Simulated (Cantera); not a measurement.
Charge: 1 mol Al, 9.1 mol Cl2, equilibrated at 61000 Pa.

Cantera equilibrium calculation (NASA polynomials, part measured and part estimated; ideal gas, pure solids and liquids). Candidate condensed phases: Al, AlCl3; 8 gas species. Equilibrium is a limit: real reactors are often held back by kinetics, nucleation or transport.

log p: log10 of the partial pressure in bar; nothing condenses.

```
T (K)  log p Cl2  log p AlCl3  log p Al2Cl6    log p Cl  log p AlCl2
-----  ---------  -----------  ------------  ----------  -----------
523        -0.24        -3.07         -1.43       -9.40         <-12
673        -0.25        -1.77         -1.54       -6.67         <-12
823        -0.26        -1.24         -2.16       -4.94         <-12
973        -0.27        -1.16    (withheld)  (withheld)         <-12
1123       -0.27        -1.15         -3.96       -2.83       -10.79
1273       -0.27        -1.15    (withheld)  (withheld)        -9.15
1423       -0.29        -1.16         -5.06       -1.61        -7.86
```

Task: Some entries are withheld; supply them.

Result: 
- 973, log p Al2Cl6: -3.15
- 973, log p Cl: -3.72
- 1273, log p Al2Cl6: -4.57
- 1273, log p Cl: -2.15
